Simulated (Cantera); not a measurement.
Input (Python, Cantera) and output of one run.

```python
import numpy as np
import cantera as ct

gas_names = [...]  # 91 gases of nasa_gas.yaml made of C, Cl, H
cond_names = """
    C(gr) C6H6(L) C7H8(L) C8H18(L),n-octa
""".split()


# ... load() reads the species with a 1 bar reference pressure and builds the phases ...
atoms = {
    'CCl4': {'C': 1, 'CL': 4},
    'CH4': {'C': 1, 'H': 4},
    'H2': {'H': 2},
}
top_T = {'C(gr)': 4500}  # K; cautious upper limits of use, not melting points


# ... equilibrate(T, P, feed) seeds the gas with the atoms and calls Mixture.equilibrate('TP', solver="vcs", rtol=1e-11, max_steps=5000) ...
results = []
feed = {'CCl4': 1, 'CH4': 0.022, 'H2': 0.11}  # mol
T = 723  # K
P = 10000  # Pa
mix = equilibrate(T, P, feed)
results.append((T, P, feed, dict(zip(mix.species_names, mix.species_moles))))
x = sorted(zip(gas.X, gas.species_names), reverse=True)
print(f"T = {T:g} K  P = {P:g} Pa  gas = {mix.phase_moles(0):.4g} mol")
print("   x: " + "  ".join(f"{s} {v:.3e}" for v, s in x if v > 0.001))
print("   condensed (mol): " + ("  ".join(f"{mix.phase(i).name} {mix.phase_moles(i):.4g}"
      for i in range(1, mix.n_phases) if mix.phase_moles(i) > 1e-12) or "none"))
```

It prints:

```
T = 723 K  P = 10000 Pa  gas = 2.091 mol
   x: CL2 8.225e-01  HCL 1.473e-01  CCL4 3.023e-02
   condensed (mol): C(gr) 0.9588
```

Method: chemical equilibrium by Gibbs-energy minimisation in Cantera with the NASA 1993 tables (ideal gas, pure condensed phases). Gases not in the tables: chlorinated aromatics.
